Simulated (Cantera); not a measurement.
Input: 1 mol B, 4.9 mol NH3, 46 mol N2, equilibrated at 1298 K and 1000 Pa.

These are equilibrium values from Cantera (NASA tables, ideal gas, pure condensed phases), not measurements of a reactor. Candidate condensed phases: B, BN; 15 gas species. Equilibrium is a limit: real reactors are often held back by kinetics, nucleation or transport.

Base state: N2 0.867, H2 0.133 (mole fractions); condensed: BN(s).

Task: What changes in the equilibrium state with this change: B replaced by BF3?

Result: 
```tsv
species	before	after
N2	0.867	0.852
H2	0.133	0.126
BF3	0	0.0153
HF	0	0.00671
BHF2	0	4.79e-5
BF2	0	1.50e-5
BN(s), mol	1.00	0.126
```
The tables' values for BF2 are old estimates; treat these amounts as uncertain.
